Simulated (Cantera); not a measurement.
Feed: 1 mol C₆H₆, 1.4 mol H₂, 0.37 mol N₂, at 925 K and 0.180 bar.

Method: chemical equilibrium by Gibbs-energy minimisation in Cantera with the NASA 1993 tables (ideal gas, pure condensed phases). Candidate condensed phases: C, C₆H₆, C₇H₈, C₈H₁₈; 92 gas species. Kinetics and transport are ignored.

Base state: H₂ 0.888, N₂ 0.0800, CH₄ 0.0322, NH₃ 4.24e-5 (mole fractions); condensed: C(graphite).

### Question
What changes in the equilibrium state with this change: temperature from 925 K to 775 K?

### Answer
| species | before | after |
|---|---|---|
| H₂ | 0.888 | 0.718 |
| CH₄ | 0.0322 | 0.190 |
| N₂ | 0.0800 | 0.0922 |
| NH₃ | 4.24e-5 | 0.000129 |
| C(graphite), mol | 5.85 | 5.24 |

### Question
What changes in the equilibrium state with this change: temperature from 925 K to 1348.15 K?

### Answer
```
species            before     after
----------------  -------  --------
H₂                  0.888     0.921
N₂                 0.0800    0.0776
CH₄                0.0322  0.000891
HCN               3.77e-7   8.57e-5
NH₃               4.24e-5   4.57e-6
C(graphite), mol     5.85      6.00
```

### Question
What changes in the equilibrium state with this change: temperature from 925 K to 2348.15 K?

### Answer
| species | before | after |
|---|---|---|
| H₂ | 0.888 | 0.885 |
| N₂ | 0.0800 | 0.0700 |
| H | <1e-9 | 0.0274 |
| CH₄ | 0.0322 | 2.75e-5 |
| HCN | 3.77e-7 | 0.0118 |
| C₂H₂ (acetylene) | <1e-9 | 0.00484 |
| HNC | <1e-9 | 0.00114 |
| CN | <1e-9 | 1.68e-5 |
| C(graphite), mol | 5.85 | 5.89 |
